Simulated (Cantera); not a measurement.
An adiabatic, constant-volume homogeneous reactor starts with CH₄ : CO : O₂ : N₂ : CO₂ = 1 : 0.12 : 3.68 : 13.8 : 0.93 (molar parts), equivalence ratio 0.56, at 1698 K and 9.70 bar. Integrator tolerance rtol = 1e-08.

Model: GRI-Mech 3.0 (53 species, 325 reactions), integrated in Cantera.

What does this change do: pressure from 9.70 bar to 0.470 bar?


```tsv
quantity	before	after
time of steepest temperature rise	31.2 µs	0.409 ms
temperature at 7.00 s	2774 K	2609 K
equilibrium temperature	2774 K	2609 K
x(CH₄) at 7.00 s	<1e-12 (gas-phase equilibrium <1e-12)	<1e-12 (gas-phase equilibrium <1e-12)
x(CO) at 7.00 s	0.0116 (gas-phase equilibrium 0.0116)	0.0217 (gas-phase equilibrium 0.0217)
x(O₂) at 7.00 s	0.0745 (gas-phase equilibrium 0.0745)	0.0788 (gas-phase equilibrium 0.0788)
x(C₂H₆) at 7.00 s	<1e-12 (gas-phase equilibrium <1e-12)	<1e-12 (gas-phase equilibrium <1e-12)
x(HO₂) at 7.00 s	2.41e-5 (gas-phase equilibrium 2.41e-5)	7.79e-6 (gas-phase equilibrium 7.79e-6)
x(OH) at 7.00 s	0.0117 (gas-phase equilibrium 0.0117)	0.0159 (gas-phase equilibrium 0.0159)
x(H₂O₂) at 7.00 s	1.22e-6 (gas-phase equilibrium 1.22e-6)	1.86e-7 (gas-phase equilibrium 1.86e-7)
```

What does this change do: pressure from 9.70 bar to 6.00 bar?


```json
[
 {"quantity": "time of steepest temperature rise", "before": "31.2 µs", "after": "45.8 µs"},
 {"quantity": "temperature at 7.00 s", "before": "2774 K", "after": "2751 K"},
 {"quantity": "equilibrium temperature", "before": "2774 K", "after": "2751 K"},
 {"quantity": "x(CH₄) at 7.00 s", "before": "<1e-12 (gas-phase equilibrium <1e-12)", "after": "<1e-12 (gas-phase equilibrium <1e-12)"},
 {"quantity": "x(CO) at 7.00 s", "before": "0.0116 (gas-phase equilibrium 0.0116)", "after": "0.0131 (gas-phase equilibrium 0.0131)"},
 {"quantity": "x(O₂) at 7.00 s", "before": "0.0745 (gas-phase equilibrium 0.0745)", "after": "0.0751 (gas-phase equilibrium 0.0751)"},
 {"quantity": "x(C₂H₆) at 7.00 s", "before": "<1e-12 (gas-phase equilibrium <1e-12)", "after": "<1e-12 (gas-phase equilibrium <1e-12)"},
 {"quantity": "x(HO₂) at 7.00 s", "before": "2.41e-5 (gas-phase equilibrium 2.41e-5)", "after": "2.04e-5 (gas-phase equilibrium 2.04e-5)"},
 {"quantity": "x(OH) at 7.00 s", "before": "0.0117 (gas-phase equilibrium 0.0117)", "after": "0.0124 (gas-phase equilibrium 0.0124)"},
 {"quantity": "x(H₂O₂) at 7.00 s", "before": "1.22e-6 (gas-phase equilibrium 1.22e-6)", "after": "9.17e-7 (gas-phase equilibrium 9.17e-7)"}
]
```
